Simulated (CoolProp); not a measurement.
Vapour pressure (MPa) of ethanol: the reference equation beside estimates from Tc = 241.6 °C, pc = 6.268 MPa, ω = 0.644. Clausius-Clapeyron is anchored at 51.05 °C with a constant enthalpy of vaporisation of 40.99 kJ/mol.

The numbers come from the reference Helmholtz-energy equation of state, Schroeder 2014 in CoolProp.

```tsv
T (°C)	reference	Lee-Kesler	Clausius-Clapeyron	Soave-Redlich-Kwong	Peng-Robinson
-2.15	0.001375	(withheld)	0.001563	0.001121	0.001325
15.55	0.004478	0.004004	0.004767	0.003970	0.004503
33.35	0.01258	0.01188	0.01285	0.01181	0.01295
51.05	0.03092	0.03021	0.03092	0.03012	0.03217
68.75	0.06832	0.06807	0.06794	0.06800	0.07112
86.45	0.1379	0.1386	0.1381	0.1388	0.1428
104.15	0.2580	0.2593	0.2628	0.2605	0.2646
121.95	0.4532	0.4533	0.4734	0.4572	0.4600
139.65	0.7495	(withheld)	0.8082	0.7542	0.7535
157.35	(withheld)	1.163	1.321	1.184	1.177
175.05	1.778	1.745	2.076	1.782	1.768
192.75	2.582	2.531	3.152	2.589	2.567
210.45	3.634	3.576	4.643	3.648	3.621
```

### Question
Complete the blanks.

### Answer

- -2.15, Lee-Kesler: 0.001136
- 139.65, Lee-Kesler: 0.7443
- 157.35, reference: 1.180

Absolute difference from the reference over all 13 rows, mean and median: Lee-Kesler 3.4 and 1.6 %, Clausius-Clapeyron 8.9 and 6.5 %, Soave-Redlich-Kwong 3.3 and 0.7 %, Peng-Robinson 1.9 and 1.5 %.
